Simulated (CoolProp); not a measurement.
CHF3 (R23) at several states: fugacity coefficient from the reference equation and from simpler models built on Tc = 299.3 K, pc = 4.832 MPa, ω = 0.263; each cubic takes its own stable root.

Model: reference Helmholtz-energy equation of state, Penoncello 2003, in CoolProp.

| T (K) | p (MPa) | phase | reference | van der Waals | Redlich-Kwong | Soave-Redlich-Kwong | Peng-Robinson |
|---|---|---|---|---|---|---|---|
| 133.2 | 1.19 | liquid | 0.0005297 | 0.05186 | 0.001648 | 0.0004873 | 0.0005508 |
| 154 | 0.362 | liquid | 0.01772 | 0.4342 | 0.04480 | 0.01683 | 0.01795 |
| 373.3 | 0.18 | gas | 0.9939 | 0.9936 | 0.9934 | 0.9944 | 0.9933 |
| 374.6 | 0.102 | gas | 0.9966 | 0.9964 | 0.9963 | 0.9968 | 0.9962 |
